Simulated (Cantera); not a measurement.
Low-pressure radical oxidation in H2/O2

A perfectly stirred reactor is fed with H2 : O2 = 0.044 : 1 (molar parts), at 10.00 Torr; it is held at 1350 K, and followed from long to short residence time.

Model: the H2/O2 subset of GRI-Mech 3.0, which has no nitrogen chemistry, integrated in Cantera. Radical loss at walls, strong at low pressure, is not modelled. The temperature is held fixed by assumption; the heat of reaction is taken as removed at once.

```
τ (s)       x H2   x O2   x H2O2       x O      x OH    x HO2
------  --------  -----  -------  --------  --------  -------
15       2.56e-5  0.956  1.49e-8  0.000861  0.000798  2.98e-7
5.8      4.67e-5  0.955  2.04e-8   0.00161   0.00109  4.54e-7
2.3      8.29e-5  0.953  2.67e-8   0.00291   0.00146  6.56e-7
0.90    0.000145  0.951  3.38e-8   0.00518   0.00195  9.08e-7
0.36    0.000245  0.947  4.08e-8   0.00875   0.00253  1.18e-6
0.14    0.000400  0.941  4.72e-8    0.0140   0.00319  1.45e-6
0.055   0.000619  0.935  5.22e-8    0.0199   0.00382  1.68e-6
0.022   0.000944  0.929  5.68e-8    0.0247   0.00437  1.83e-6
0.0085   0.00158  0.926  6.38e-8    0.0271   0.00493  1.96e-6
```
x: mole fraction; the columns are a selection and need not sum to one.
